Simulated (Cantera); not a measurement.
A Cantera script and its output.

```python
import numpy as np
import cantera as ct

gas = ct.Solution("h2o2.yaml")
gas.TPX = 1148, 1100, {'H2': 0.025, 'O2': 1}
reactor = ct.IdealGasConstPressureReactor(gas, energy="off", clone=False)
net = ct.ReactorNet([reactor])
net.rtol, net.atol = 1e-08, 1e-18
show = ['H2', 'O2', 'HO2', 'O', 'OH']
times = np.geomspace(0.0004, 8, 13)

steps = ct.SolutionArray(gas, extra=["t"])
rows = []
print(f"{'t/s':>10s}{'T/K':>9s}{'P/Pa':>11s}" + "".join(f"{s:>11s}" for s in show))
for t in times:
    while net.time < t:
        t_next = net.step()
        steps.append(gas.state, t=t_next)
    rows.append([np.interp(t, steps.t, y) for y in (steps.T, steps.P, *steps(*show).X.T)])
    print(f"{t:10.3e}{rows[-1][0]:9.1f}{rows[-1][1]:11.4g}" + "".join(f"{x:11.3e}" for x in rows[-1][2:]))
rate = np.gradient(steps.T, steps.t)
print("integrator steps:", len(steps.t))
if steps.T.max() > steps.T[0] + 200:
    print(f"time of steepest temperature rise: {steps.t[rate.argmax()]:.4e} s")
gas.TPX = 1148, 1100, {'H2': 0.025, 'O2': 1}
gas.equilibrate("TP")
print(f"equilibrium (TP): T = {gas.T:.1f} K  " + "  ".join(f"{s} {gas[s].X[0]:.3e}" for s in show))
```

Output:

```
       t/s      T/K       P/Pa         H2         O2        HO2          O         OH
 4.000e-04   1148.0       1100  2.439e-02  9.756e-01  2.589e-09  3.382e-09  2.479e-09
 9.130e-04   1148.0       1100  2.439e-02  9.756e-01  5.967e-09  2.196e-08  1.440e-08
 2.084e-03   1148.0       1100  2.439e-02  9.756e-01  1.617e-08  6.521e-07  4.148e-07
 4.757e-03   1148.0       1100  2.259e-02  9.741e-01  1.742e-06  1.032e-03  6.240e-04
 1.086e-02   1148.0       1100  3.049e-04  9.561e-01  2.068e-06  1.738e-02  1.660e-03
 2.478e-02   1148.0       1100  1.991e-04  9.587e-01  1.868e-06  1.516e-02  1.402e-03
 5.657e-02   1148.0       1100  1.453e-04  9.634e-01  1.673e-06  1.088e-02  1.199e-03
 1.291e-01   1148.0       1100  7.912e-05  9.689e-01  1.315e-06  5.828e-03  8.858e-04
 2.947e-01   1148.0       1100  2.947e-05  9.729e-01  8.309e-07  2.154e-03  5.418e-04
 6.727e-01   1148.0       1100  8.006e-06  9.746e-01  4.023e-07  5.865e-04  2.838e-04
 1.536e+00   1148.0       1100  1.888e-06  9.751e-01  1.539e-07  1.392e-04  1.386e-04
 3.505e+00   1148.0       1100  4.513e-07  9.752e-01  5.119e-08  3.354e-05  6.818e-05
 8.000e+00   1148.0       1100  1.195e-07  9.753e-01  1.672e-08  8.946e-06  3.524e-05
integrator steps: 1652
equilibrium (TP): T = 1148.0 K  H2 9.852e-10  O2 9.753e-01  HO2 3.730e-09  O 7.523e-08  OH 3.232e-06
```

Model: the H2/O2 subset of GRI-Mech 3.0, which has no nitrogen chemistry, integrated in Cantera. Radical loss at walls, strong at low pressure, is not modelled.
